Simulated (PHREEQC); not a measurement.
A made-up water analysis in mg/kgw, 25 °C, pH 6.75, pe 10.3:

```csv
constituent,mg/kgw
Na,5.29
K,6.64
Ca,46.1
Mg,19.8
Cl,30.9
S(6) as SO4,134
Alkalinity as HCO3,48.9
N(5) as NO3,0.776
Li,0.442
Br,2.27
Sr,0.232
```

Valence states are taken as typed.

All values are PHREEQC results (ion-association model, phreeqc.dat), not measurements.

The ionic strength is 0.00695 mol/kgw. The specific conductance is 468 µS/cm and the charge-balance error is -1.3 %.

```tsv
species	molality	activity	log γ
SO4-2	0.00118	0.000838	-0.150
Ca+2	0.00103	0.000734	-0.148
Cl-	0.000872	0.000798	-0.039
HCO3-	0.000788	0.000724	-0.037
Mg+2	0.000710	0.000507	-0.146
CO2	0.000289	0.000289	0.001
Na+	0.000229	0.000210	-0.038
K+	0.000169	0.000154	-0.039
CaSO4	0.000109	0.000109	0.001
MgSO4	9.95e-5	9.96e-5	0.001
Li+	6.35e-5	5.84e-5	-0.037
Br-	2.84e-5	2.60e-5	-0.039
NO3-	1.25e-5	1.14e-5	-0.039
CaHCO3+	7.37e-6	6.78e-6	-0.037
MgHCO3+	4.69e-6	4.29e-6	-0.038
Sr+2	2.35e-6	1.68e-6	-0.148
```

No solid was allowed to form. Complexes and solids missing from the database can't appear.
